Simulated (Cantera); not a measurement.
BN + F₂ + N₂ (nitride etching)

Feed: 1 mol BN, 1.4 mol F₂, 14 mol N₂, equilibrated at 1.33 mbar.

These are equilibrium values from Cantera (NASA tables, ideal gas, pure condensed phases), not measurements of a reactor. Candidate condensed phases: B, BN; 13 gas species. The tables' values for BF₂ are old estimates; treat these amounts as uncertain. Kinetics and transport are ignored.

```tsv
T (K)	x N₂	x BF₃	x BF₂	x BF	x F	x N	x B	n BN(s)
748	0.939	0.0606	4.11e-12	<1e-12	<1e-12	<1e-12	<1e-12	0.0667
848	0.939	0.0606	4.76e-10	<1e-12	<1e-12	<1e-12	<1e-12	0.0667
948	0.939	0.0606	2.01e-8	<1e-12	<1e-12	<1e-12	<1e-12	0.0667
1048	0.939	0.0606	4.13e-7	8.90e-11	<1e-12	<1e-12	<1e-12	0.0667
1148	0.939	0.0606	4.98e-6	6.37e-9	<1e-12	<1e-12	<1e-12	0.0666
1248	0.939	0.0606	4.01e-5	2.28e-7	1.11e-12	<1e-12	<1e-12	0.0665
1348	0.939	0.0604	0.000236	4.77e-6	1.68e-11	<1e-12	<1e-12	0.0654
1448	0.939	0.0598	0.00108	6.50e-5	1.75e-10	<1e-12	<1e-12	0.0605
1548	0.938	0.0576	0.00394	0.000622	1.34e-9	5.30e-12	2.25e-11	0.0400
1648	0.935	0.0538	0.00847	0.00222	1.12e-8	5.05e-11	3.54e-10	0
1748	0.935	0.0535	0.00907	0.00192	1.42e-7	3.74e-10	5.88e-10	0
1848	0.935	0.0533	0.00958	0.00166	1.39e-6	2.23e-9	9.10e-10	0
1948	0.935	0.0531	0.0100	0.00145	1.07e-5	1.11e-8	1.33e-9	0
2048	0.935	0.0528	0.0104	0.00128	6.79e-5	4.70e-8	1.88e-9	0
```
x: gas mole fraction; n: condensed amount in mol.

From 748 K to 1548 K the condensed part is BN(s). From 1648 K to 2048 K nothing is condensed. The main B-bearing gas is BF₃ throughout.
